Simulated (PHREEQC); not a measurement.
A made-up water analysis in mg/L, 25 °C, pH 3.83, pe 9.2: Na 41.1; K 11.1; Ca 87.3; Mg 12.6; Cl 17.1; S(6) as SO4 347; O(0) (dissolved oxygen) 0.521.

Valence states are taken as typed.

Equilibrium calculation in PHREEQC: ion-association model, phreeqc.dat.

Each row changes one thing in this solution. No solid was allowed to form.

```json
[
 {"case": "as made", "ionic strength (mol/kgw)": "0.0118", "SO4-2 (mol/kgw)": "0.00304", "Ca+2 (mol/kgw)": "0.00178", "CaSO4 (mol/kgw)": "0.000404", "Mg+2 (mol/kgw)": "0.000398", "MgSO4 (mol/kgw)": "0.000120", "SI of Gypsum (CaSO4:2H2O)": "-1.06", "SI of Halite (NaCl)": "-7.73"},
 {"case": "all concentrations times 3 at the same typed pH", "ionic strength (mol/kgw)": "0.0318", "SO4-2 (mol/kgw)": "0.00821", "Ca+2 (mol/kgw)": "0.00467", "CaSO4 (mol/kgw)": "0.00187", "Mg+2 (mol/kgw)": "0.00101", "MgSO4 (mol/kgw)": "0.000544", "SI of Gypsum (CaSO4:2H2O)": "-0.39", "SI of Halite (NaCl)": "-6.83"},
 {"case": "S(6) from 347 to 174 mg/L", "ionic strength (mol/kgw)": "0.00910", "SO4-2 (mol/kgw)": "0.00148", "Ca+2 (mol/kgw)": "0.00194", "CaSO4 (mol/kgw)": "0.000235", "Mg+2 (mol/kgw)": "0.000447", "MgSO4 (mol/kgw)": "7.18e-5", "SI of Gypsum (CaSO4:2H2O)": "-1.30", "SI of Halite (NaCl)": "-7.72"}
]
```
